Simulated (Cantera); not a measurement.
A Cantera script and its output.

```python
import numpy as np
import cantera as ct

gas = ct.Solution("gri30.yaml")
gas.TPX = 625, 23000, {'CH4': 1, 'C2H6': 0.79, 'C3H8': 0.15, 'O2': 5.69, 'N2': 21.4}
inlet = ct.Reservoir(gas, clone=True)
gas.equilibrate("HP")  # start burning
reactor = ct.IdealGasConstPressureReactor(gas, energy="on", clone=False)
exhaust = ct.Reservoir(gas, clone=True)
tau = [0.24, 0.099, 0.041, 0.017, 0.0071, 0.0029, 0.0012, 0.0005, 0.00021, 8.6e-05][0]
for a, b in ((inlet, reactor), (reactor, exhaust)):
    ct.MassFlowController(a, b, mdot=lambda t: reactor.mass / tau)
net = ct.ReactorNet([reactor])
show = ['CH4', 'C2H6', 'C3H8', 'O', 'CH2CO', 'NO', 'H2']

rows = []
print(f"{'tau/s':>10s}{'T/K':>9s}" + "".join(f"{s:>11s}" for s in show))
for tau in [0.24, 0.099, 0.041, 0.017, 0.0071, 0.0029, 0.0012, 0.0005, 0.00021, 8.6e-05]:
    net.initial_time = 0.0
    net.advance(30 * tau)
    before = gas.X
    net.advance(40 * tau)
    drift = np.max(np.abs(gas.X - before) / (gas.X + 1e-9))
    rows.append([gas.T, *gas[show].X, drift])
    print(f"{tau:10.3e}{gas.T:9.1f}" + "".join(f"{x:11.3e}" for x in gas[show].X))
```

It prints:

```
     tau/s      T/K        CH4       C2H6       C3H8          O      CH2CO         NO         H2
 2.400e-01   2303.5  8.128e-07  7.874e-08  1.701e-08  1.815e-03  6.255e-08  2.701e-03  7.168e-03
 9.900e-02   2276.5  1.700e-06  1.907e-07  3.851e-08  2.236e-03  1.553e-07  1.832e-03  8.010e-03
 4.100e-02   2230.3  3.366e-06  4.552e-07  8.366e-08  2.989e-03  3.732e-07  1.021e-03  9.411e-03
 1.700e-02   2168.8  6.656e-06  1.062e-06  1.780e-07  4.065e-03  8.296e-07  4.836e-04  1.120e-02
 7.100e-03   2102.5  1.364e-05  2.426e-06  3.804e-07  5.283e-03  1.702e-06  2.235e-04  1.302e-02
 2.900e-03   2038.3  3.022e-05  5.701e-06  8.579e-07  6.424e-03  3.480e-06  1.122e-04  1.460e-02
 1.200e-03   1984.4  7.083e-05  1.371e-05  2.020e-06  7.135e-03  7.364e-06  6.594e-05  1.573e-02
 5.000e-04   1937.2  1.809e-04  3.535e-05  5.168e-06  7.060e-03  1.726e-05  4.382e-05  1.645e-02
 2.100e-04   1871.8  5.787e-04  1.132e-04  1.657e-05  5.388e-03  5.088e-05  2.822e-05  1.749e-02
 8.600e-05    625.0  3.445e-02  2.721e-02  5.167e-03  5.747e-26 -7.870e-19 -1.799e-20 -4.393e-17
```

Detailed kinetics in Cantera: GRI-Mech 3.0 (53 species, 325 reactions).
